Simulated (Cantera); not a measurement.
Feed: 1 mol MgO, 1.8 mol HI, 0.28 mol H2, 0.15 mol H2O, equilibrated at 1450 K and 1.00 bar.

Method: chemical equilibrium by Gibbs-energy minimisation in Cantera with the NASA 1993 tables (ideal gas, pure condensed phases). Candidate condensed phases: H2O, I2, Mg, MgI2, MgO, Mg(OH)2; 20 gas species. The numbers say what is thermodynamically allowed, not how fast it happens.

Base state: HI 0.418, H2 0.252, I 0.198, H2O 0.0759, I2 0.0400, MgI2 0.0153 (mole fractions); condensed: MgO(s).

Question: What changes in the equilibrium state with this change: temperature from 1450 K to 825 K?

Answer: 
| species | before | after |
|---|---|---|
| HI | 0.418 | 0.682 |
| H2 | 0.252 | 0.187 |
| H2O | 0.0759 | 0.0672 |
| I | 0.198 | 0.00193 |
| MgI2 | 0.0153 | 7.81e-6 |
| I2 | 0.0400 | 0.0611 |
| MgO(s), mol | 0.962 | 1.000 |

Question: What changes in the equilibrium state with this change: pressure from 1.00 bar to 0.0530 bar?

Answer: 
```tsv
species	before	after
I	0.198	0.402
H2	0.252	0.310
HI	0.418	0.216
I2	0.0400	0.00868
MgI2	0.0153	0.00524
H2O	0.0759	0.0590
H	4.75e-6	2.29e-5
MgO(s), mol	0.962	0.985
```

Question: What changes in the equilibrium state with this change: pressure from 1.00 bar to 0.133 bar?

Answer: 
```
species       before    after
-----------  -------  -------
I              0.198    0.341
H2             0.252    0.290
HI             0.418    0.281
I2            0.0400   0.0157
MgI2          0.0153  0.00819
H2O           0.0759   0.0640
H            4.75e-6  1.40e-5
MgO(s), mol    0.962    0.978
```
